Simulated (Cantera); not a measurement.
**Moist CO burnout**

An isothermal, constant-pressure homogeneous reactor starts with CO : O2 : H2O : N2 = 0.007 : 0.0068 : 0.0073 : 1 (molar parts), equivalence ratio 0.51, at 1450 K and 0.188 atm.

Computed with Cantera and GRI-Mech 3.0 (53 species, 325 reactions).

| t (s) | x CO | x O2 | x H2O | x O | x H2 | x N2O |
|---|---|---|---|---|---|---|
| 0.000700 | 0.00686 | 0.00666 | 0.00715 | 7.44e-9 | 3.33e-10 | <1e-12 |
| 0.00172 | 0.00686 | 0.00666 | 0.00715 | 3.41e-8 | 6.09e-9 | 1.18e-12 |
| 0.00421 | 0.00685 | 0.00666 | 0.00715 | 1.11e-6 | 3.25e-7 | 3.71e-11 |
| 0.0103 | 0.00525 | 0.00578 | 0.00657 | 0.000487 | 0.000227 | 2.70e-8 |
| 0.0253 | 0.00136 | 0.00403 | 0.00581 | 0.000768 | 0.000527 | 2.78e-8 |
| 0.0622 | 0.000735 | 0.00364 | 0.00651 | 0.000351 | 0.000299 | 3.44e-8 |
| 0.153 | 0.000282 | 0.00337 | 0.00694 | 0.000115 | 0.000113 | 5.03e-8 |
| 0.374 | 7.56e-5 | 0.00326 | 0.00710 | 2.90e-5 | 3.01e-5 | 7.44e-8 |
| 0.918 | 1.73e-5 | 0.00324 | 0.00715 | 6.61e-6 | 6.94e-6 | 7.09e-8 |
| 2.25 | 4.25e-6 | 0.00324 | 0.00716 | 1.67e-6 | 1.75e-6 | 2.84e-8 |
| 5.52 | 1.35e-6 | 0.00324 | 0.00717 | 5.46e-7 | 5.71e-7 | 8.71e-9 |
| 13.5 | 7.02e-7 | 0.00324 | 0.00717 | 2.93e-7 | 3.06e-7 | 4.48e-9 |
| 33.2 | 6.29e-7 | 0.00324 | 0.00717 | 2.64e-7 | 2.76e-7 | 4.02e-9 |
| 81.5 | 6.29e-7 | 0.00324 | 0.00717 | 2.64e-7 | 2.76e-7 | 4.01e-9 |
| 200 | 6.29e-7 | 0.00324 | 0.00717 | 2.64e-7 | 2.76e-7 | 4.01e-9 |
x: mole fraction; the columns are a selection and need not sum to one.

Equilibrium at this temperature and pressure: CO 6.35e-7, O2 0.00318, H2O 0.00717, O 2.61e-7, H2 2.78e-7, N2O 3.98e-9 (gas phase only).
